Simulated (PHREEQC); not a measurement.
Solution A (3.8 mmol/kgw H3PO4, 47 mmol/kgw HNO3 and 0.0027 mmol/kgw H4SiO4) is mixed with solution B (0.0025 mol/kgw NiSO4 and 0.00013 mol/kgw NiCl2) at 25 °C; shares are by mass of water, 1 kg in all. Oxygen alone is held at its pressure in air (log pO2 = -0.68). CO2 from the air is kept out. Only these solids could form: Ni(OH)2, Ni3(PO4)2, Ni4(OH)6SO4, Quartz, Morenosite.

All values are PHREEQC results (ion-association model, wateq4f.dat), not measurements.

```
share of solution B    pH  Ni+2 (mol/kgw)  SO4-2 (mol/kgw)  H3PO4 (mol/kgw)  HSO4- (mol/kgw)  H2PO4- (mol/kgw)
-------------------  ----  --------------  ---------------  ---------------  ---------------  ----------------
0                    1.39               0                0          0.00316                0          0.000640
0.1                  1.43        0.000262          8.12e-5          0.00280         0.000168          0.000624
0.2                  1.49        0.000522         0.000172          0.00243         0.000323          0.000606
0.3                  1.54        0.000778         0.000276          0.00207         0.000463          0.000586
0.4                  1.61         0.00103         0.000396          0.00172         0.000583          0.000561
0.5                  1.69         0.00128         0.000537          0.00137         0.000675          0.000531
0.6                  1.79         0.00151         0.000706          0.00103         0.000730          0.000493
0.7                  1.91         0.00174         0.000916         0.000698         0.000731          0.000442
0.8                  2.09         0.00194          0.00118         0.000392         0.000651          0.000368
0.9                  2.39         0.00211          0.00155         0.000133         0.000442          0.000247
1                    6.36         0.00221          0.00208                0          6.70e-8                 0
```

Species that the database lacks are ignored. H3PO4, which wateq4f.dat lacks, is added to it with the constant of phreeqc.dat. The database has no phosphate complexes of Ni.
